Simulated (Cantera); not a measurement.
Feed: 1 mol SiO₂, 1.7 mol C, 0.17 mol H₂, held at 6.10 bar.

Cantera equilibrium calculation (NASA polynomials, part measured and part estimated; ideal gas, pure solids and liquids). Candidate condensed phases: C, C₆H₆, C₇H₈, C₈H₁₈, H₂O, Si, SiC, SiO₂; 123 gas species. Mutual solubility and eutectic melting of coexisting phases are not modelled. The tables hold silica as quartz up to 1696 K and as liquid above; real silica turns to tridymite and cristobalite and melts near 1996 K. Gases not in the tables: Si₂H₆ and higher silanes. Rates play no part.

log p: log10 of the partial pressure in bar; n: condensed amount in mol.

| T (K) | log p H₂ | log p CO | log p CH₄ | log p SiO | log p H | n C(graphite) | n SiO₂(α-quartz) | n SiO₂(β-quartz) | n SiC(s) | n SiO₂(condensed) | n SiO₂(l) | n Si(l) |
|---|---|---|---|---|---|---|---|---|---|---|---|---|
| 800 | 0.25 | -10.89 | 0.63 | <-11 | <-11 | 1.63 | 1.00 | 0 | 0 | 0 | 0 | 0 |
| 1000 | 0.64 | -6.90 | 0.25 | -10.99 | … | 1.66 | 0 | 1.00 | 0 | 0 | 0 | 0 |
| 1200 | 0.75 | -4.26 | -0.30 | -7.66 | … | 1.69 | 0 | 1.000 | 0 | 0 | 0 | 0 |
| 1400 | 0.77 | -2.39 | -0.82 | -5.29 | … | 1.70 | 0 | 1.000 | 0 | 0 | 0 | 0 |
| 1600 | 0.77 | -1.00 | -1.24 | -3.53 | … | 1.69 | 0 | 0.999 | 0.00142 | 0 | 0 | 0 |
| 1800 | 0.69 | 0.07 | -1.73 | -2.18 | … | 1.64 | 0 | 0 | 0.0202 | 0.980 | 0 | 0 |
| 2000 | -0.11 | 0.72 | -3.72 | -1.06 | … | 0 | 0 | 0 | 0.560 | 0 | 0.421 | 0 |
| 2200 | -0.23 | 0.64 | -4.66 | 0.06 | … | 0 | 0 | 0 | 0.459 | 0 | 0.218 | 0 |
| 2400 | -0.33 | 0.58 | -5.09 | 0.26 | … | 0 | 0 | 0 | 0.349 | 0 | 0 | 0 |
| 2600 | -0.34 | 0.63 | -5.09 | 0.11 | … | 0 | 0 | 0 | 0.158 | 0 | 0 | 0.377 |

**Question.** Complete the blanks.

**Answer.** 
- 1000, log p H: -8.33
- 1200, log p H: -6.33
- 1400, log p H: -4.93
- 1600, log p H: -3.88
- 1800, log p H: -3.10
- 2000, log p H: -2.84
- 2200, log p H: -2.36
- 2400, log p H: -1.96
- 2600, log p H: -1.58
